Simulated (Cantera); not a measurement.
A Cantera script and what it prints.

```python
import numpy as np
import cantera as ct

gas_names = """
    CL CL2 H HCL H2 N NH NH2 NH3 N2 N2H2 N2H4 Si SiCL SiCL2 SiCL3 SiCL4 SiH SiHCL3 SiH2 SiH2CL2 SiH3
    SiH3CL SiH4 SiN Si2 Si2N Si3
""".split()
cond_names = """
    NH4CL(a) NH4CL(b) Si(cr) Si(L) Si3N4(a)
""".split()


# ... load() reads the species with a 1 bar reference pressure and builds the phases ...
atoms = {
    'SiH4': {'Si': 1, 'H': 4},
    'Cl2': {'CL': 2},
    'N2': {'N': 2},
}
top_T = {'Si3N4(a)': 2400}  # K; cautious upper limits of use, not melting points


# ... equilibrate(T, P, feed) seeds the gas with the atoms and calls Mixture.equilibrate('TP', solver="vcs", rtol=1e-11, max_steps=5000) ...
results = []
T = 825  # K
P = 2200  # Pa
for m in [7.5, 10, 14, 19, 26, 36, 49, 67, 92, 130, 170]:
    feed = {'SiH4': 1, 'Cl2': 0.0052, 'N2': m}  # mol
    mix = equilibrate(T, P, feed)
    results.append((T, P, feed, dict(zip(mix.species_names, mix.species_moles))))

top = {s: max(r[3][s] / sum(r[3][g] for g in gas_names) for r in results) for s in gas_names}
cols = sorted((s for s in top if top[s] > 0.001), key=lambda s: -top[s])[:9]
seen = [c for c in cond_names if any(r[3].get(c, 0) > 1e-12 for r in results)]
print("log10 of partial pressures in bar; condensed amounts in mol")
print(f"{'n(N2)':>10s}" + "".join(f"{s[:9]:>10s}" for s in cols + seen))
for T, P, feed, n in results:
    ng = sum(n[g] for g in gas_names)
    print(f"{feed['N2']:10.4g}" + "".join(f"{np.log10(max(n[s] / ng * P / 1e5, 1e-99)):10.3f}" for s in cols)
          + "".join(f"{n.get(c, 0):10.4g}" for c in seen))
```

Output:

```
log10 of partial pressures in bar; condensed amounts in mol
     n(N2)        N2        H2       HCL  Si3N4(a)
       7.5    -1.769    -2.304    -4.587    0.3333
        10    -1.742    -2.412    -4.695    0.3333
        14    -1.718    -2.543    -4.826    0.3333
        19    -1.703    -2.666    -4.949    0.3333
        26    -1.691    -2.794    -5.077    0.3333
        36    -1.682    -2.930    -5.213    0.3333
        49    -1.675    -3.060    -5.342    0.3333
        67    -1.671    -3.192    -5.475    0.3333
        92    -1.667    -3.328    -5.611    0.3333
       130    -1.664    -3.476    -5.759    0.3333
       170    -1.663    -3.592    -5.874    0.3333
```

Cantera equilibrium calculation (NASA polynomials, part measured and part estimated; ideal gas, pure solids and liquids). N2 is the only nitrogen source here; it is nearly inert below about 1500 K, so the nitride shown seldom forms there in practice.
